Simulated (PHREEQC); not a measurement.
Dissolve 0.0105 mol/kgw NiCl2, 0.14 mol/kgw NaCl and 0.07 mol/kgw HCl at 26 °C. Closed to the air; pH follows from the charge balance.

Computed with PHREEQC (ion-association model, wateq4f.dat).

Question: The ionic strength comes out as 0.237 mol/kgw. What activity coefficients do Cl-, Ni+2, H+, NiCl+, Na+ get?

Answer: Cl- 0.70, Ni+2 0.30, H+ 0.79, NiCl+ 0.74, Na+ 0.73.

No solid was allowed to form.
